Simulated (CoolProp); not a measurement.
Computed with CoolProp (reference Helmholtz-energy equation of state, Gao 2022).

Problem. For n-perfluorobutane, give the phase and the density (kg/m³), expansivity (1/kK) at -40.55 °C and 0.717 MPa; 4.35 °C and 0.717 MPa; 71.55 °C and 0.717 MPa.

Solution. 
- -40.55 °C and 0.717 MPa: liquid; density 1730, expansivity 1.96
- 4.35 °C and 0.717 MPa: liquid; density 1580, expansivity 2.29
- 71.55 °C and 0.717 MPa: gas; density 72.2, expansivity 5.58
